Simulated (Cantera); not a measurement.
A closed system holds: 1 mol SiH2Cl2, 0.033 mol Cl2, 7.8 mol H2, equilibrated at 975 Torr.

Cantera equilibrium calculation (NASA polynomials, part measured and part estimated; ideal gas, pure solids and liquids). Candidate condensed phases: Si; 19 gas species. The tables' values for SiCl3 are old estimates; treat these amounts as uncertain. Equilibrium is a limit: real reactors are often held back by kinetics, nucleation or transport.

x: gas mole fraction; n: condensed amount in mol.

```tsv
T (K)	x H2	x HCl	x SiCl2	x SiCl4	x SiHCl3	x SiCl3	x SiH2Cl2	n Si(s)
1200	0.912	0.0319	0.00263	0.0270	0.0210	0.00284	0.00214	0.479
1275	0.901	0.0457	0.00601	0.0226	0.0180	0.00456	0.00198	0.500
1350	0.888	0.0609	0.0117	0.0170	0.0142	0.00633	0.00173	0.515
1425	0.874	?	?	?	?	0.00750	?	0.521
1500	0.863	0.0872	0.0283	0.00639	0.00655	0.00755	0.00107	0.518
1575	0.855	0.0951	?	?	?	0.00662	?	0.511
1650	0.850	0.0994	0.0414	0.00149	0.00213	0.00529	0.000522	0.503
```

Q: Complete the blanks.

A: 
- 1575, x SiCl2: 0.0358
- 1575, x SiCl4: 0.00320
- 1575, x SiHCl3: 0.00383
- 1575, x SiH2Cl2: 0.000759
- 1425, x HCl: 0.0755
- 1425, x SiCl2: 0.0197
- 1425, x SiCl4: 0.0112
- 1425, x SiHCl3: 0.0102
- 1425, x SiH2Cl2: 0.00141
